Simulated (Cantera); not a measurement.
Transport properties of process gases

Gas mixture: 100 % N2O, at 1.20 bar, frozen composition.

Cantera's kinetic-theory transport with the Lennard-Jones parameters of GRI-Mech 3.0, ideal gas; thermal conductivity in the mixture-averaged form. The composition is frozen, though it would react at the higher temperatures.

```json
[
 {"T (K)": "400", "ρ (kg/m³)": "1.59", "cp (J/kg/K)": "970.3", "μ (µPa s)": "19.5", "λ (mW/m/K)": "25.5", "Pr": "0.741", "D (cm²/s) NH3": "0.238", "D (cm²/s) OH": "0.347", "D (cm²/s) N2": "0.223"},
 {"T (K)": "600", "ρ (kg/m³)": "1.06", "cp (J/kg/K)": "1101", "μ (µPa s)": "27.3", "λ (mW/m/K)": "40.7", "Pr": "0.739", "D (cm²/s) NH3": "0.517", "D (cm²/s) OH": "0.703", "D (cm²/s) N2": "0.454"},
 {"T (K)": "800", "ρ (kg/m³)": "0.794", "cp (J/kg/K)": "1192", "μ (µPa s)": "34.0", "λ (mW/m/K)": "54.9", "Pr": "0.739", "D (cm²/s) NH3": "0.878", "D (cm²/s) OH": "1.15", "D (cm²/s) N2": "0.743"},
 {"T (K)": "1000", "ρ (kg/m³)": "0.635", "cp (J/kg/K)": "1255", "μ (µPa s)": "40.0", "λ (mW/m/K)": "68.0", "Pr": "0.739", "D (cm²/s) NH3": "1.31", "D (cm²/s) OH": "1.67", "D (cm²/s) N2": "1.08"},
 {"T (K)": "1200", "ρ (kg/m³)": "0.529", "cp (J/kg/K)": "1294", "μ (µPa s)": "45.5", "λ (mW/m/K)": "80.1", "Pr": "0.735", "D (cm²/s) NH3": "1.80", "D (cm²/s) OH": "2.27", "D (cm²/s) N2": "1.47"},
 {"T (K)": "1400", "ρ (kg/m³)": "0.454", "cp (J/kg/K)": "1327", "μ (µPa s)": "50.5", "λ (mW/m/K)": "91.4", "Pr": "0.733", "D (cm²/s) NH3": "2.35", "D (cm²/s) OH": "2.94", "D (cm²/s) N2": "1.91"},
 {"T (K)": "1600", "ρ (kg/m³)": "0.397", "cp (J/kg/K)": "1353", "μ (µPa s)": "55.2", "λ (mW/m/K)": "102", "Pr": "0.732", "D (cm²/s) NH3": "2.96", "D (cm²/s) OH": "3.67", "D (cm²/s) N2": "2.38"},
 {"T (K)": "1800", "ρ (kg/m³)": "0.353", "cp (J/kg/K)": "1375", "μ (µPa s)": "59.7", "λ (mW/m/K)": "112", "Pr": "0.732", "D (cm²/s) NH3": "3.62", "D (cm²/s) OH": "4.46", "D (cm²/s) N2": "2.90"},
 {"T (K)": "2000", "ρ (kg/m³)": "0.318", "cp (J/kg/K)": "1392", "μ (µPa s)": "64.0", "λ (mW/m/K)": "122", "Pr": "0.732", "D (cm²/s) NH3": "4.33", "D (cm²/s) OH": "5.31", "D (cm²/s) N2": "3.45"}
]
```
D: mixture-averaged diffusion coefficient of that species in the mixture.
